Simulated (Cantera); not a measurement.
A freely propagating, adiabatic, planar premixed flame of CH4 : C2H6 : O2 : N2 = 1 : 0.061 : 1.84 : 6.94 (molar parts), equivalence ratio 1.2, unburnt at 475 K and 76000 Pa; mixture-averaged transport, grid criteria slope 0.08 and curve 0.16, no radiation.

Detailed kinetics in Cantera: GRI-Mech 3.0 (53 species, 325 reactions). Burning velocities carry a grid error of a few per cent, more on coarse grids.

How do the results move with these cheaper or finer settings: unity-Lewis-number transport; multicomponent transport; multicomponent+Soret transport; grid criteria slope 0.5, curve 1; grid criteria slope 0.25, curve 0.5; grid criteria slope 0.03, curve 0.06?


| setting | laminar burning velocity | thermal thickness | peak x(C2H2) | peak x(C2H) | grid points |
|---|---|---|---|---|---|
| as above | 82.8 cm/s | 0.467 mm | 0.000620 | 1.30e-6 | 160 |
| unity-Lewis-number transport | 53.1 cm/s | 0.608 mm | 0.000470 | 9.81e-7 | 146 |
| multicomponent transport | 82.8 cm/s | 0.475 mm | 0.000631 | 1.31e-6 | 160 |
| multicomponent+Soret transport | 82.4 cm/s | 0.471 mm | 0.000595 | 1.25e-6 | 160 |
| grid criteria slope 0.5, curve 1 | 90.0 cm/s | 0.512 mm | 0.000603 | 1.25e-6 | 43 |
| grid criteria slope 0.25, curve 0.5 | 85.7 cm/s | 0.485 mm | 0.000615 | 1.29e-6 | 66 |
| grid criteria slope 0.03, curve 0.06 | 81.7 cm/s | 0.465 mm | 0.000622 | 1.30e-6 | 370 |
The base run took roughly 22 core-seconds.
Unity Lewis numbers drop preferential diffusion, which matters most where H2 and H carry the flame; Soret adds thermal diffusion.
